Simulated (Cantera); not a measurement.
Charge: 1 mol PbS, 240 mol H2, equilibrated at 1650 K.

Cantera equilibrium calculation (NASA polynomials, part measured and part estimated; ideal gas, pure solids and liquids). Candidate condensed phases: Pb, PbS, S; 10 gas species. Rates play no part.

At 1400 Pa, list the 4 most abundant gas species with their mole fractions, and the condensed phases.

H2 0.992, Pb 0.00363, H2S 0.00289, H 0.000765. Condensed: gas only.
